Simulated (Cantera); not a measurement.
Cantera with NASA thermochemical tables; ideal gases at 1 bar, condensed phases pure. Values are per mole of reaction as written; species without (g) are pure solids or liquids, kept so even where they would boil at 1 bar. TaC: taken at fixed stoichiometry.

Problem. Between 300 and 2500 K, where is each reaction favourable under standard conditions?
- 6 CO(g) + 3 Ta2O5 → 7 O3(g) + 6 TaC
- 3 CO2(g) + 3 TaO2(g) → 3 TaC + 4 O3(g)

Solution. 
- 6 CO(g) + 3 Ta2O5 → 7 O3(g) + 6 TaC: ΔG° is 6836 kJ at 300 K and 6390 kJ at 2500 K; it stays positive (K < 1). ΔH° is 6476 kJ and ΔS° 34 J/K at 2500 K.
- 3 CO2(g) + 3 TaO2(g) → 3 TaC + 4 O3(g): ΔG° is 2038 kJ at 300 K and 2782 kJ at 2500 K; it stays positive (K < 1). ΔH° is 2069 kJ and ΔS° -285 J/K at 2500 K.
